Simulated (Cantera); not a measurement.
**Thermodynamics of fluorocarbon and chlorocarbon gases, feed CF4 + F2 + H2**

A closed system holds: 1 mol CF4, 2.2 mol F2, 0.24 mol H2, equilibrated at 2775 °C and 1.00 bar.

These are equilibrium values from Cantera (NASA tables, ideal gas, pure condensed phases), not measurements of a reactor. Candidate condensed phases: C, C6H6, C7H8, C8H18; 95 gas species. Gases not in the tables: C2F6 and larger saturated fluorocarbons. Equilibrium is a limit: real reactors are often held back by kinetics, nucleation or transport.

```yaml
x(F): 0.786
x(CF2): 0.100
x(HF): 0.0693
x(CF4): 0.0316
x(CF3): 0.00935
x(CF): 0.00339
x(F2): 8.56e-5
x(H): 1.98e-5
x(C): 2.69e-6
gas_amount: 6.920 mol
log10 activity of C(graphite) (absent): -1.47
```
